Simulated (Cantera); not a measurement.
What does this Cantera script print?

```python
import numpy as np
import cantera as ct

gas_names = """
    CL CL2 N N2 Si SiCL SiCL2 SiCL3 SiCL4 SiN Si2 Si2N Si3
""".split()
cond_names = """
    Si(cr) Si(L) Si3N4(a)
""".split()


# ... load() reads the species with a 1 bar reference pressure and builds the phases ...
atoms = {
    'Si3N4': {'Si': 3, 'N': 4},
    'Cl2': {'CL': 2},
}
top_T = {'Si3N4(a)': 2400}  # K; cautious upper limits of use, not melting points


# ... equilibrate(T, P, feed) seeds the gas with the atoms and calls Mixture.equilibrate('TP', solver="vcs", rtol=1e-11, max_steps=5000) ...
results = []
feed = {'Si3N4': 1, 'Cl2': 32}  # mol
T = 1798.15  # K
P = 100000  # Pa
mix = equilibrate(T, P, feed)
results.append((T, P, feed, dict(zip(mix.species_names, mix.species_moles))))
x = sorted(zip(gas.X, gas.species_names), reverse=True)
print(f"T = {T:g} K  P = {P:g} Pa  gas = {mix.phase_moles(0):.4g} mol")
print("   x: " + "  ".join(f"{s} {v:.3e}" for v, s in x if v > 0.0001))
print("   condensed (mol): " + ("  ".join(f"{mix.phase(i).name} {mix.phase_moles(i):.4g}"
      for i in range(1, mix.n_phases) if mix.phase_moles(i) > 1e-12) or "none"))
```

Result:

```
T = 1798.15 K  P = 100000 Pa  gas = 35.34 mol
   x: CL2 6.132e-01  CL 2.453e-01  SiCL4 8.479e-02  N2 5.660e-02  SiCL3 1.133e-04
   condensed (mol): none
```

Cantera equilibrium calculation (NASA polynomials, part measured and part estimated; ideal gas, pure solids and liquids). The tables' values for SiCl3 are old estimates; treat these amounts as uncertain.
